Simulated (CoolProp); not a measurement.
A single-stage vapour-compression cycle with R125: evaporating at 200.15 K (dew point), condensing at 242.15 K (bubble point), superheat 10 K, subcooling 0 K, compressor efficiency 0.8, no pressure losses. Each further row changes one setting.

The numbers come from the reference Helmholtz-energy equation of state, Lemmon 2005 in CoolProp.

| case | cooling COP | pressure ratio | discharge temperature (K) | refrigerating effect (kJ/kg) | volumetric capacity (kJ/m³) |
|---|---|---|---|---|---|
| as stated | 3.16 | 8.81 | 275.8 | 137 | 236 |
| evaporating temperature 205.15 K | [?] | [?] | 271.7 | 140 | [?] |
| condensing temperature 237.15 K | 3.68 | 7.13 | 269.1 | 142 | 246 |
| subcooling 5 K | [?] | 8.81 | 275.8 | 142 | 246 |
| superheat 20 K | 3.16 | 8.81 | 286.8 | 143 | 236 |
| compressor efficiency 0.7 | 2.76 | 8.81 | [?] | 137 | 236 |

Q: Fill in the missing entries.

A: 
- evaporating temperature 205.15 K, cooling COP: 3.76
- evaporating temperature 205.15 K, pressure ratio: 6.43
- evaporating temperature 205.15 K, volumetric capacity (kJ/m³): 325
- subcooling 5 K, cooling COP: 3.29
- compressor efficiency 0.7, discharge temperature (K): 283.7
